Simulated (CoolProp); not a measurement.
A single-stage vapour-compression cycle with sulfur dioxide: evaporating at 241.15 K (dew point), condensing at 290.15 K (bubble point), superheat 10 K, subcooling 5 K, compressor efficiency 0.75, no pressure losses. Each further row changes one setting.

Values from CoolProp's reference Helmholtz-energy equation of state, Gao 2016.

```json
[
 {"case": "as stated", "cooling COP": "…", "pressure ratio": "8.72", "discharge temperature (K)": "434.4", "refrigerating effect (kJ/kg)": "354", "volumetric capacity (kJ/m³)": "375"},
 {"case": "evaporating temperature 246.15 K", "cooling COP": "…", "pressure ratio": "…", "discharge temperature (K)": "415.8", "refrigerating effect (kJ/kg)": "…", "volumetric capacity (kJ/m³)": "485"},
 {"case": "condensing temperature 285.15 K", "cooling COP": "3.42", "pressure ratio": "7.27", "discharge temperature (K)": "416.9", "refrigerating effect (kJ/kg)": "361", "volumetric capacity (kJ/m³)": "382"},
 {"case": "subcooling 10 K", "cooling COP": "3.08", "pressure ratio": "8.72", "discharge temperature (K)": "434.4", "refrigerating effect (kJ/kg)": "361", "volumetric capacity (kJ/m³)": "382"},
 {"case": "superheat 20 K", "cooling COP": "2.95", "pressure ratio": "8.72", "discharge temperature (K)": "…", "refrigerating effect (kJ/kg)": "361", "volumetric capacity (kJ/m³)": "…"},
 {"case": "compressor efficiency 0.65", "cooling COP": "…", "pressure ratio": "8.72", "discharge temperature (K)": "…", "refrigerating effect (kJ/kg)": "354", "volumetric capacity (kJ/m³)": "375"}
]
```

Problem. What belongs in the gaps?

Solution. 
- as stated, cooling COP: 3.02
- evaporating temperature 246.15 K, cooling COP: 3.51
- evaporating temperature 246.15 K, pressure ratio: 6.67
- evaporating temperature 246.15 K, refrigerating effect (kJ/kg): 357
- superheat 20 K, discharge temperature (K): 449.5
- superheat 20 K, volumetric capacity (kJ/m³): 366
- compressor efficiency 0.65, cooling COP: 2.61
- compressor efficiency 0.65, discharge temperature (K): 459.7
